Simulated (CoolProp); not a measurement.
A simple Rankine cycle with R245fa: condensing at 298.15 K, boiler at 3.11 MPa, turbine inlet 439 K, turbine efficiency 0.65, pump efficiency 0.7, no recuperator. Each further row changes one setting.

Computed with CoolProp (reference Helmholtz-energy equation of state, Akasaka 2015).

```json
[
 {"case": "as stated", "thermal efficiency (%)": "…", "net work (kJ/kg)": "37.8", "heat in (kJ/kg)": "293", "turbine exit temperature (K)": "365.8", "volume ratio over the turbine": "25.7"},
 {"case": "condensing temperature 290.15 K", "thermal efficiency (%)": "13.8", "net work (kJ/kg)": "…", "heat in (kJ/kg)": "304", "turbine exit temperature (K)": "361.1", "volume ratio over the turbine": "…"},
 {"case": "boiler pressure 2.18 MPa", "thermal efficiency (%)": "…", "net work (kJ/kg)": "37.0", "heat in (kJ/kg)": "309", "turbine exit temperature (K)": "…", "volume ratio over the turbine": "…"},
 {"case": "turbine efficiency 0.55", "thermal efficiency (%)": "…", "net work (kJ/kg)": "31.5", "heat in (kJ/kg)": "293", "turbine exit temperature (K)": "372.1", "volume ratio over the turbine": "…"}
]
```

Problem. Fill in the missing entries.

Solution. 
- as stated, thermal efficiency (%): 12.9
- condensing temperature 290.15 K, net work (kJ/kg): 41.8
- condensing temperature 290.15 K, volume ratio over the turbine: 34.6
- boiler pressure 2.18 MPa, thermal efficiency (%): 12.0
- boiler pressure 2.18 MPa, turbine exit temperature (K): 382.3
- boiler pressure 2.18 MPa, volume ratio over the turbine: 15.9
- turbine efficiency 0.55, thermal efficiency (%): 10.7
- turbine efficiency 0.55, volume ratio over the turbine: 26.1
